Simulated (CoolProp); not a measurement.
A simple Rankine cycle with water: condensing at 302.15 K, boiler at 1.36 MPa, turbine inlet 506.7 K, turbine efficiency 0.8, pump efficiency 0.7, no recuperator. Each further row changes one setting.

The numbers come from the reference Helmholtz-energy equation of state, Wagner 2002 in CoolProp.

```tsv
case	thermal efficiency (%)	net work (kJ/kg)	heat in (kJ/kg)	turbine exit temperature (K)	volume ratio over the turbine
as stated	25.2	699	2770	302.1	182
turbine inlet 526.7 K	25.4	714	2810	302.1	176
condensing temperature 294.15 K	26.4	739	2800	294.1	283
boiler pressure 0.952 MPa	23.9	667	2790	302.1	128
turbine efficiency 0.7	22.1	611	2770	302.1	190
```

The expansion ends wet for: as stated; turbine inlet 526.7 K; condensing temperature 294.15 K; boiler pressure 0.952 MPa; turbine efficiency 0.7.
